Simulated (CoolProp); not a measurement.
Model: reference Helmholtz-energy equation of state, Wagner 2002, in CoolProp.

Problem. For water, give the phase and the density (kg/m³), Joule-Thomson coefficient (K/MPa), expansivity (1/kK), viscosity (µPa s) at 151.75 °C and 1000 bar; 170.75 °C and 1000 bar; 208.65 °C and 1000 bar.

Solution. 
- 151.75 °C and 1000 bar: liquid; density 964, Joule-Thomson coefficient -0.168, expansivity 0.795, viscosity 204
- 170.75 °C and 1000 bar: liquid; density 949, Joule-Thomson coefficient -0.159, expansivity 0.856, viscosity 182
- 208.65 °C and 1000 bar: liquid; density 916, Joule-Thomson coefficient -0.138, expansivity 0.985, viscosity 151

Viscosity comes from a separate model (Huber 2009).
